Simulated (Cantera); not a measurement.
**Premixed flame**

A freely propagating, adiabatic, planar premixed flame of 6.78 % CH4, 4.95 % C2H6, 22.0 % O2, 66.2 % N2, unburnt at 550 K and 280000 Pa; multicomponent+Soret transport, grid criteria slope 0.08 and curve 0.16, no radiation.

Cantera simulation using GRI-Mech 3.0 (53 species, 325 reactions); the numbers are that mechanism's predictions, not measurements. Burning velocities carry a grid error of a few per cent, more on coarse grids.

| z (mm) | T (K) | u (m/s) | x CH4 | x C2H6 | x O2 | x NO2 | x HO2 | x CH3 |
|---|---|---|---|---|---|---|---|---|
| -0.421 | 550 | 0.871 | 0.0677 | 0.0494 | 0.220 | <1e-8 | 1.77e-7 | <1e-8 |
| -0.280 | 554 | 0.879 | 0.0671 | 0.0493 | 0.219 | 1.56e-8 | 2.65e-6 | <1e-8 |
| -0.210 | 567 | 0.904 | 0.0660 | 0.0490 | 0.217 | 8.39e-8 | 1.28e-5 | 2.10e-8 |
| -0.140 | 665 | 1.07 | 0.0612 | 0.0474 | 0.207 | 7.00e-7 | 0.000108 | 1.07e-6 |
| -0.0701 | 1167 | 1.96 | 0.0442 | 0.0300 | 0.153 | 1.35e-6 | 0.000422 | 0.000443 |
| -0.0351 | 1608 | 2.78 | 0.0278 | 0.0101 | 0.0985 | 3.01e-7 | 0.000296 | 0.00309 |
| 0 | 1993 | 3.53 | 0.0100 | 0.000522 | 0.0452 | 2.41e-8 | 8.34e-5 | 0.00424 |
| 0.0351 | 2190 | 3.90 | 0.00199 | 6.48e-6 | 0.0160 | <1e-8 | 1.49e-5 | 0.00169 |
| 0.0701 | 2259 | 4.02 | 0.000357 | 1.92e-7 | 0.00541 | <1e-8 | 3.67e-6 | 0.000433 |
| 0.140 | 2295 | 4.07 | 1.82e-5 | <1e-8 | 0.000968 | <1e-8 | 8.00e-7 | 2.62e-5 |
| 0.280 | 2317 | 4.10 | 2.56e-7 | <1e-8 | 0.000340 | <1e-8 | 3.75e-7 | 3.58e-7 |
| 0.561 | 2340 | 4.14 | <1e-8 | <1e-8 | 0.000191 | <1e-8 | 2.01e-7 | <1e-8 |
| 1.12 | 2359 | 4.17 | <1e-8 | <1e-8 | 9.40e-5 | <1e-8 | 8.84e-8 | <1e-8 |
x: mole fraction of selected species; z is measured from the peak of heat release.

```yaml
laminar_burning_velocity: 86.9 cm/s
thermal_thickness: 0.140 mm
peak x(HO2): 0.000423
peak x(CH3): 0.00461
grid_points: 152
```
